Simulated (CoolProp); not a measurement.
Saturation properties of o-xylene.

Computed with CoolProp (reference Helmholtz-energy equation of state, Zhou 2012).

| T (°C) | p (MPa) | liquid density (kg/m³) | vapour density (kg/m³) | surface tension (mN/m) | liquid viscosity (µPa s) | liquid conductivity (mW/(m K)) |
|---|---|---|---|---|---|---|
| 206.45 | 0.4112 | 704.5 | 12.44 | 11.2 | 166 | 87.5 |
| 215.65 | 0.4892 | 693.8 | 14.77 | 10.4 | 157 | 85.9 |
| 224.75 | 0.5768 | 682.9 | 17.41 | 9.54 | 149 | 84.3 |
| 233.95 | 0.6769 | 671.4 | 20.48 | 8.74 | 141 | 82.8 |
| 243.05 | 0.7883 | 659.6 | 23.95 | 7.95 | 133 | 81.5 |
| 252.25 | 0.9144 | 647.1 | 27.98 | 7.17 | 126 | 80.2 |
| 261.45 | 1.055 | 634.0 | 32.62 | 6.41 | 118 | 79.0 |
| 270.55 | 1.210 | 620.3 | 37.92 | 5.67 | 111 | 78.0 |
| 279.75 | 1.383 | 605.5 | 44.13 | 4.94 | 104 | 77.0 |

It boils at 144.4 °C under 1 atm.

Viscosity comes from a separate model (Cao 2016). Thermal conductivity comes from a separate model (Mylona 2014). Surface tension comes from a separate correlation (Mulero 2014).
